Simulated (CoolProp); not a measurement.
A single-stage vapour-compression cycle with n-perfluoropentane: evaporating at 289.15 K (dew point), condensing at 309.15 K (bubble point), superheat 5 K, subcooling 2 K, compressor efficiency 0.9, no pressure losses. Each further row changes one setting.

Computed with CoolProp (reference Helmholtz-energy equation of state, Gao 2022).

| case | cooling COP | pressure ratio | discharge temperature (K) | refrigerating effect (kJ/kg) | volumetric capacity (kJ/m³) |
|---|---|---|---|---|---|
| as stated | ? | 2.13 | 309.1 | 79.6 | 589 |
| evaporating temperature 294.15 K | 16.5 | 1.74 | 309.1 | 83.4 | 746 |
| condensing temperature 304.15 K | ? | ? | 304.2 | 84.9 | 628 |
| subcooling 7 K | 12.5 | 2.13 | 309.1 | 84.9 | 628 |
| superheat 15 K | ? | 2.13 | 314.0 | 87.8 | 625 |
| compressor efficiency 0.8 | 10.4 | 2.13 | 309.1 | 79.6 | 589 |

Question: Complete the blanks.

Answer: 
- as stated, cooling COP: 11.7
- condensing temperature 304.15 K, cooling COP: 16.2
- condensing temperature 304.15 K, pressure ratio: 1.78
- superheat 15 K, cooling COP: 12.3

The compression ends wet for: as stated; evaporating temperature 294.15 K; condensing temperature 304.15 K; subcooling 7 K; compressor efficiency 0.8.
